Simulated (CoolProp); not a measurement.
Saturation properties of R365MFC.

The numbers come from the reference Helmholtz-energy equation of state, Lemmon 2016 in CoolProp.

| T (K) | p (MPa) | liquid density (kg/m³) | vapour density (kg/m³) |
|---|---|---|---|
| 309.4 | 0.08775 | 1233 | 5.268 |
| 312.6 | 0.09865 | 1226 | 5.884 |
| 315.9 | 0.1110 | 1218 | 6.578 |
| 319.2 | 0.1245 | 1211 | ___ |
| 322.4 | 0.1388 | 1204 | 8.134 |
| 325.7 | ___ | 1196 | 9.028 |
| 329 | 0.1724 | 1188 | 9.999 |
| 332.2 | 0.1908 | 1181 | ___ |
| 335.5 | 0.2113 | 1173 | 12.15 |
| 338.8 | 0.2336 | 1165 | 13.38 |
| 342 | 0.2568 | 1157 | 14.66 |
| 345.3 | 0.2825 | 1149 | 16.09 |
| 348.5 | 0.3094 | 1141 | 17.57 |
| 351.8 | ___ | 1133 | 19.22 |
| 355.1 | 0.3709 | 1124 | 20.98 |

Fill in the missing entries.


- 319.2, vapour density (kg/m³): 7.335
- 325.7, p (MPa): 0.1549
- 332.2, vapour density (kg/m³): 11.02
- 351.8, p (MPa): 0.3391

It boils at 313.3 K under 1 atm.
